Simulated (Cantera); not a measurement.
**Gas activation for diamond growth**

An isothermal, constant-pressure homogeneous reactor starts with CH₄ : H₂ : CO₂ = 0.01 : 1 : 0.0067 (molar parts), at 2150 K and 16.5 Torr.

Model: GRI-Mech 3.0 (53 species, 325 reactions), integrated in Cantera. Radical loss at walls, strong at low pressure, is not modelled.

| t (s) | x CH₄ | x H₂ | x CO₂ | x H | x O₂ | x CO |
|---|---|---|---|---|---|---|
| 5.00e-5 | 0.00982 | 0.984 | 0.00659 | 6.40e-5 | <1e-12 | 4.70e-7 |
| 0.000132 | 0.00979 | 0.983 | 0.00659 | 0.000178 | <1e-12 | 3.54e-6 |
| 0.000349 | 0.00974 | 0.983 | 0.00656 | 0.000478 | <1e-12 | 2.54e-5 |
| 0.000920 | 0.00958 | 0.982 | 0.00641 | 0.00126 | <1e-12 | 0.000177 |
| 0.00243 | 0.00915 | 0.979 | 0.00545 | 0.00327 | 2.24e-12 | 0.00113 |
| 0.00642 | 0.00765 | 0.972 | 0.00189 | 0.00773 | 5.68e-11 | 0.00469 |
| 0.0169 | 0.00366 | 0.967 | 1.68e-5 | 0.0130 | 2.76e-10 | 0.00663 |
| 0.0447 | 0.000948 | 0.965 | 8.40e-6 | 0.0167 | 4.09e-10 | 0.00696 |
| 0.118 | 0.000321 | 0.963 | 8.08e-6 | 0.0199 | 4.37e-10 | 0.00775 |
| 0.312 | 0.000194 | 0.960 | 6.55e-6 | 0.0232 | 2.65e-10 | 0.00944 |
| 0.823 | 9.43e-5 | 0.959 | 3.06e-6 | 0.0260 | 4.93e-11 | 0.0115 |
| 2.17 | 3.25e-5 | 0.958 | 4.76e-7 | 0.0277 | 1.13e-12 | 0.0126 |
| 5.74 | 7.09e-6 | 0.958 | 6.08e-9 | 0.0280 | <1e-12 | 0.0128 |
| 15.1 | 5.40e-6 | 0.958 | 5.08e-11 | 0.0280 | <1e-12 | 0.0128 |
| 40.0 | 5.40e-6 | 0.958 | 5.07e-11 | 0.0280 | <1e-12 | 0.0128 |
x: mole fraction; the columns are a selection and need not sum to one.

Equilibrium at this temperature and pressure: CH₄ 5.42e-6, H₂ 0.958, CO₂ 5.10e-11, H 0.0280, O₂ <1e-12, CO 0.0128 (gas phase only).
